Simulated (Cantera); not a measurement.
A closed system holds: 1 mol C, 0.035 mol H₂O, 0.86 mol O₂, at 2575 K and 270 Pa.

Cantera equilibrium calculation (NASA polynomials, part measured and part estimated; ideal gas, pure solids and liquids). Candidate condensed phases: C, C₆H₆, C₇H₈, C₈H₁₈, H₂O; 110 gas species. Kinetics and transport are ignored.

Base state: CO 0.542, CO₂ 0.172, O 0.132, O₂ 0.109, H 0.0273, OH 0.0125, H₂O 0.00341, H₂ 0.00168 (mole fractions); condensed: gas only.

What changes in the equilibrium state with this change: temperature from 2575 K to 1550 K?


| species | before | after |
|---|---|---|
| CO₂ | 0.172 | 0.700 |
| CO | 0.542 | 0.266 |
| H₂O | 0.00341 | 0.0297 |
| O | 0.132 | 7.69e-8 |
| O₂ | 0.109 | 2.61e-7 |
| OH | 0.0125 | 9.52e-6 |
| H | 0.0273 | 3.86e-5 |
| H₂ | 0.00168 | 0.00405 |
